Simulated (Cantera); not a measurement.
What does this Cantera script print?

```python
import numpy as np
import cantera as ct

gas_names = [...]  # 136 gases of nasa_gas.yaml made of C, H, N, O
cond_names = """
    C(gr) C6H6(L) C7H8(L) C8H18(L),n-octa H2O(s) H2O(L)
""".split()


# ... load() reads the species with a 1 bar reference pressure and builds the phases ...
atoms = {
    'toluene': {'C': 7, 'H': 8},
    'CO2': {'C': 1, 'O': 2},
    'N2': {'N': 2},
}
top_T = {'C(gr)': 4500}  # K; cautious upper limits of use, not melting points


# ... equilibrate(T, P, feed) seeds the gas with the atoms and calls Mixture.equilibrate('TP', solver="vcs", rtol=1e-11, max_steps=5000) ...
results = []
T = 623.15  # K
P = 9100  # Pa
for m in [0.25, 0.32, 0.42, 0.55, 0.72, 0.93, 1.2, 1.6, 2.1, 2.7, 3.5, 4.6, 5.9]:
    feed = {'toluene': 1, 'CO2': m, 'N2': 0.35}  # mol
    mix = equilibrate(T, P, feed)
    results.append((T, P, feed, dict(zip(mix.species_names, mix.species_moles))))

top = {s: max(r[3][s] / sum(r[3][g] for g in gas_names) for r in results) for s in gas_names}
cols = sorted((s for s in top if top[s] > 0.0001), key=lambda s: -top[s])[:8]
seen = [c for c in cond_names if any(r[3].get(c, 0) > 1e-12 for r in results)]
print("log10 of partial pressures in bar; condensed amounts in mol")
print(f"{'n(CO2)':>10s}" + "".join(f"{s[:9]:>10s}" for s in cols + seen))
for T, P, feed, n in results:
    ng = sum(n[g] for g in gas_names)
    print(f"{feed['CO2']:10.4g}" + "".join(f"{np.log10(max(n[s] / ng * P / 1e5, 1e-99)):10.3f}" for s in cols)
          + "".join(f"{n.get(c, 0):10.4g}" for c in seen))
```

Result:

```
log10 of partial pressures in bar; condensed amounts in mol
    n(CO2)       CO2       CH4       H2O        H2        N2        CO       NH3     C(gr)
      0.25    -3.175    -1.411    -1.872    -1.558    -1.984    -4.187    -4.877     5.918
      0.32    -2.975    -1.438    -1.785    -1.572    -1.993    -4.087    -4.902     6.025
      0.42    -2.760    -1.475    -1.697    -1.590    -2.006    -3.980    -4.936     6.167
      0.55    -2.554    -1.522    -1.617    -1.614    -2.022    -3.877    -4.979     6.335
      0.72    -2.357    -1.581    -1.548    -1.643    -2.043    -3.778    -5.034      6.53
      0.93    -2.179    -1.649    -1.493    -1.677    -2.067    -3.689    -5.097     6.736
       1.2    -2.014    -1.731    -1.452    -1.718    -2.096    -3.607    -5.173     6.956
       1.6    -1.844    -1.842    -1.422    -1.774    -2.137    -3.522    -5.277      7.21
       2.1    -1.702    -1.964    -1.412    -1.835    -2.183    -3.451    -5.391     7.444
       2.7    -1.587    -2.093    -1.419    -1.899    -2.233    -3.393    -5.513     7.645
       3.5    -1.484    -2.239    -1.441    -1.972    -2.291    -3.342    -5.652     7.831
       4.6    -1.394    -2.408    -1.480    -2.057    -2.362    -3.297    -5.814     7.998
       5.9    -1.326    -2.573    -1.528    -2.139    -2.432    -3.263    -5.973     8.124
```

Method: chemical equilibrium by Gibbs-energy minimisation in Cantera with the NASA 1993 tables (ideal gas, pure condensed phases).
